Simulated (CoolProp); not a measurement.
R11 along the isotherm 481.9 K: Z from the reference equation and from simpler models built on Tc = 471.1 K, pc = 4408 kPa, ω = 0.189; each cubic takes its own stable root.

Model: reference Helmholtz-energy equation of state, Jacobsen 1992, in CoolProp.

```json
[
 {"p (kPa)": "34.8", "phase": "gas", "reference": "0.9975"},
 {"p (kPa)": "79.3", "phase": "gas", "reference": "0.9944"},
 {"p (kPa)": "180", "phase": "gas", "reference": "0.9872"},
 {"p (kPa)": "411", "phase": "gas", "reference": "0.9703"},
 {"p (kPa)": "935", "phase": "gas", "reference": "0.9304"},
 {"p (kPa)": "2130", "phase": "gas", "reference": "0.8279"},
 {"p (kPa)": "4840", "phase": "supercritical", "reference": "0.4159"},
 {"p (kPa)": "11000", "phase": "supercritical", "reference": "0.3836"}
]
```

Question: How far does each simpler model (van der Waals, Soave-Redlich-Kwong) lie from the reference over these 8 states: mean and median of the absolute difference, and the worst?

Answer: 
- van der Waals: mean 5.5 %, median 0.5 %, worst +33.2 % at 481.9 K and 11000 kPa
- Soave-Redlich-Kwong: mean 2.1 %, median 0.0 %, worst +10.0 % at 481.9 K and 11000 kPa
